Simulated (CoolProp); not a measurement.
Vapour-liquid equilibrium of R113 (1) + acetone (2) at 1370 kPa; x and y are mole fractions of (1).

The numbers come from the multi-fluid Helmholtz-energy mixture model, Marx 1992 and Lemmon 2006; pair parameters Bell 2016 in CoolProp.

Problem. Give the bubble temperature and the first vapour's composition at x = 0.65, 0.8, 0.95. Is there an azeotrope?

Solution. x = 0.65: 422.5 K, y = 0.632; x = 0.8: 424.0 K, y = 0.762; x = 0.95: 427.7 K, y = 0.929. y crosses x between x = 0.5 and 0.65: the model has an azeotrope there.

Pair parameters are fitted to limited data, so mixtures are less certain than the pure fluids.
